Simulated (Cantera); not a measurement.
Input: 1 mol Ti, 6.2 mol H2, at 200 Pa.

Equilibrium computed with Cantera from the NASA thermochemical tables; the gas is ideal and each condensed phase is pure. Candidate condensed phases: Ti; 3 gas species. Rates play no part. All values below are at 1350 °C.

Base state: H2 0.998, H 0.00154 (mole fractions); condensed: Ti(β).

Task: What changes in the equilibrium state with this change: pressure from 200 Pa to 10000 Pa?

Result: 
| species | before | after |
|---|---|---|
| H2 | 0.998 | 1.000 |
| H | 0.00154 | 0.000219 |
| Ti(β), mol | 1.000 | 1.000 |
